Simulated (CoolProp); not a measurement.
Aqueous potassium formate as a coolant, 9 % by mass, freezing at -4.3 °C, 1 atm.

Model: Melinder's fits for secondary coolants, in CoolProp.

```csv
T (°C),conductivity (W/(m K)),viscosity (mPa s),density (kg/m³),Prandtl number
0.7,0.551,1.93,1058,13.5
8.3,0.563,1.55,1057,…
15.9,0.574,1.28,1055,8.57
23.5,0.584,1.07,1053,7.07
31.1,…,…,1050,…
38.7,0.605,0.787,1048,5.01
```

**Question.** Some entries are withheld; supply them.

**Answer.** 
- 8.3, Prandtl number: 10.6
- 31.1, conductivity (W/(m K)): 0.595
- 31.1, viscosity (mPa s): 0.915
- 31.1, Prandtl number: 5.92
